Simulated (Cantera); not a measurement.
A diamond (100) surface in a fixed gas of H2 with x(CH4) = 0.019, x(CH3) = 6.4e-05, at 1250 K, 13.5 Torr; coverages are run to steady state.

Cantera simulation using the Harris–Goodwin 1993 mechanism for the reconstructed diamond (100) surface; the numbers are that mechanism's predictions, not measurements.

θ: site fractions in the mechanism's names (c6HH fully hydrogenated, c6H* and c6*H radical sites, c6** diradical, c6HM methylated).

| x(H) | growth (µm/h) | θ c6HH | θ c6H* | θ c6*H | θ c6** | θ c6HM |
|---|---|---|---|---|---|---|
| 0.0001 | ___ | 0.636 | 0.0284 | 0.331 | 0.00470 | 6.43e-5 |
| 0.00021 | ___ | 0.544 | 0.0351 | 0.409 | 0.0101 | 8.60e-5 |
| 0.00046 | ___ | 0.479 | 0.0397 | 0.462 | 0.0180 | 0.000109 |
| 0.00098 | ___ | 0.443 | 0.0420 | 0.489 | 0.0257 | 0.000127 |
| 0.0021 | ___ | 0.423 | 0.0431 | 0.502 | 0.0317 | 0.000140 |
| 0.0045 | ___ | 0.413 | 0.0436 | 0.507 | 0.0353 | 0.000144 |
| 0.0096 | ___ | 0.408 | 0.0438 | 0.510 | 0.0373 | 0.000141 |
| 0.021 | ___ | 0.406 | 0.0440 | 0.511 | 0.0383 | 0.000128 |
| 0.044 | ___ | 0.405 | 0.0441 | 0.512 | 0.0388 | 0.000107 |

Q: What belongs in the gaps?

A: 
- 0.0001, growth (µm/h): 0.00747
- 0.00021, growth (µm/h): 0.0227
- 0.00046, growth (µm/h): 0.0516
- 0.00098, growth (µm/h): 0.0871
- 0.0021, growth (µm/h): 0.126
- 0.0045, growth (µm/h): 0.174
- 0.0096, growth (µm/h): 0.247
- 0.021, growth (µm/h): 0.376
- 0.044, growth (µm/h): 0.564
